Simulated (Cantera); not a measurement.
A Cantera script and its output.

```python
import numpy as np
import cantera as ct

gas = ct.Solution("gri30.yaml")
gas.TPX = 1075, 990, {'H2': 0.038, 'O2': 1}
reactor = ct.IdealGasConstPressureReactor(gas, energy="off", clone=False)
net = ct.ReactorNet([reactor])
net.rtol, net.atol = 1e-08, 1e-18
show = ['H2', 'O2', 'O', 'OH', 'H2O2', 'HO2', 'H2O']
times = np.geomspace(8e-05, 20, 11)

steps = ct.SolutionArray(gas, extra=["t"])
rows = []
print(f"{'t/s':>10s}{'T/K':>9s}{'P/Pa':>11s}" + "".join(f"{s:>11s}" for s in show))
for t in times:
    while net.time < t:
        t_next = net.step()
        steps.append(gas.state, t=t_next)
    rows.append([np.interp(t, steps.t, y) for y in (steps.T, steps.P, *steps(*show).X.T)])
    print(f"{t:10.3e}{rows[-1][0]:9.1f}{rows[-1][1]:11.4g}" + "".join(f"{x:11.3e}" for x in rows[-1][2:]))
rate = np.gradient(steps.T, steps.t)
print("integrator steps:", len(steps.t))
if steps.T.max() > steps.T[0] + 200:
    print(f"time of steepest temperature rise: {steps.t[rate.argmax()]:.4e} s")
gas.TPX = 1075, 990, {'H2': 0.038, 'O2': 1}
gas.equilibrate("TP")
print(f"equilibrium (TP): T = {gas.T:.1f} K  " + "  ".join(f"{s} {gas[s].X[0]:.3e}" for s in show))
```

It prints:

```
       t/s      T/K       P/Pa         H2         O2          O         OH       H2O2        HO2        H2O
 8.000e-05   1075.0        990  3.661e-02  9.634e-01  3.920e-11  3.525e-11  3.605e-15  1.371e-10  6.774e-12
 2.773e-04   1075.0        990  3.661e-02  9.634e-01  3.538e-10  2.593e-10  4.332e-14  4.763e-10  1.853e-10
 9.609e-04   1075.0        990  3.661e-02  9.634e-01  4.977e-09  2.885e-09  5.239e-13  1.677e-09  5.691e-09
 3.330e-03   1075.0        990  3.660e-02  9.634e-01  2.538e-06  1.415e-06  1.097e-11  2.427e-08  3.642e-06
 1.154e-02   1075.0        990  8.855e-04  9.383e-01  2.078e-02  2.053e-03  7.235e-08  3.423e-06  3.155e-02
 4.000e-02   1075.0        990  3.112e-04  9.476e-01  1.349e-02  1.294e-03  5.007e-08  2.791e-06  3.470e-02
 1.386e-01   1075.0        990  8.809e-05  9.585e-01  3.761e-03  6.841e-04  5.031e-08  1.798e-06  3.658e-02
 4.804e-01   1075.0        990  1.093e-05  9.621e-01  4.751e-04  2.428e-04  3.617e-08  6.324e-07  3.714e-02
 1.665e+00   1075.0        990  1.099e-06  9.626e-01  4.928e-05  7.852e-05  1.573e-08  1.314e-07  3.725e-02
 5.771e+00   1075.0        990  1.388e-07  9.627e-01  6.404e-06  2.837e-05  4.880e-09  2.354e-08  3.728e-02
 2.000e+01   1075.0        990  2.382e-08  9.627e-01  1.124e-06  1.189e-05  1.350e-09  4.873e-09  3.729e-02
integrator steps: 1663
equilibrium (TP): T = 1075.0 K  H2 2.694e-10  O2 9.627e-01  O 1.302e-08  OH 1.278e-06  H2O2 2.507e-11  HO2 1.716e-09  H2O 3.729e-02
```

Computed with Cantera and GRI-Mech 3.0 (53 species, 325 reactions). Radical loss at walls, strong at low pressure, is not modelled. The temperature is held fixed by assumption; the heat of reaction is taken as removed at once.
